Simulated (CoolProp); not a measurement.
Dimethyl carbonate along the isotherm 600 K: fugacity coefficient from the reference equation and from simpler models built on Tc = 557.0 K, pc = 4.909 MPa, ω = 0.346; each cubic takes its own stable root.

Values from CoolProp's reference Helmholtz-energy equation of state, Zhou 2011.

```json
[
 {"p (MPa)": "0.669", "phase": "gas", "reference": "0.9635"},
 {"p (MPa)": "1.34", "phase": "gas", "reference": "0.9276"},
 {"p (MPa)": "2.01", "phase": "gas", "reference": "0.8923"},
 {"p (MPa)": "2.68", "phase": "gas", "reference": "0.8576"},
 {"p (MPa)": "3.35", "phase": "gas", "reference": "0.8233"},
 {"p (MPa)": "4.02", "phase": "gas", "reference": "0.7893"},
 {"p (MPa)": "4.69", "phase": "gas", "reference": "0.7557"},
 {"p (MPa)": "5.36", "phase": "supercritical", "reference": "0.7222"},
 {"p (MPa)": "6.02", "phase": "supercritical", "reference": "0.6895"},
 {"p (MPa)": "6.69", "phase": "supercritical", "reference": "0.6568"},
 {"p (MPa)": "7.36", "phase": "supercritical", "reference": "0.6248"}
]
```

Question: How far does each simpler model (van der Waals, Redlich-Kwong, Soave-Redlich-Kwong, Peng-Robinson) lie from the reference over these 11 states: mean and median of the absolute difference, and the worst?

Answer: 
- van der Waals: mean 0.8 %, median 0.8 %, worst +1.3 % at 600 K and 4.69 MPa
- Redlich-Kwong: mean 0.7 %, median 0.5 %, worst -1.8 % at 600 K and 7.36 MPa
- Soave-Redlich-Kwong: mean 1.1 %, median 0.9 %, worst +2.4 % at 600 K and 7.36 MPa
- Peng-Robinson: mean 1.6 %, median 1.8 %, worst -2.1 % at 600 K and 6.69 MPa
